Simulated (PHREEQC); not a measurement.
A column of 0.5 m (30 cells, dispersivity 0.025 m, 60 s a shift, diffusion coefficient 3e-10 m²/s) holds 0.0052 eq of the database's cation exchanger X per kg of pore water, first in equilibrium with 0.0021 mol/kgw MgCl2, 0.00064 mol/kgw SrCl2 and 1e-05 mol/kgw HCl. It is flushed with 9.7 mmol/kgw LiCl and 0.01 mmol/kgw HCl, at 15 °C. Values are for the last cell. CO2 from the air is kept out. Nothing may precipitate in this run.

Base run: PHREEQC, ion-association model, phreeqc.dat. Each further column changes one thing. The table gives Li in solution (mol/kgw).

```csv
pore volumes,base,exchange capacity from 0.0052 to 0.0026 eq/kgw,dispersivity from 0.025 to 0.05 m
0,0,0,0
0.4167,1.81e-5,___,0.000213
0.95,0.00402,0.00437,0.00458
1.35,0.00742,0.00781,0.00721
1.75,0.00866,___,0.00841
2.283,0.00914,0.00934,0.00903
2.683,0.00928,0.00944,0.00922
3.083,0.00936,0.00949,___
3.617,0.00943,0.00954,0.00940
4.017,0.00946,0.00956,0.00944
```

Q: Fill in the missing entries.

A: 
- 0.4167, exchange capacity from 0.0052 to 0.0026 eq/kgw: 2.21e-5
- 1.75, exchange capacity from 0.0052 to 0.0026 eq/kgw: 0.00895
- 3.083, dispersivity from 0.025 to 0.05 m: 0.00932
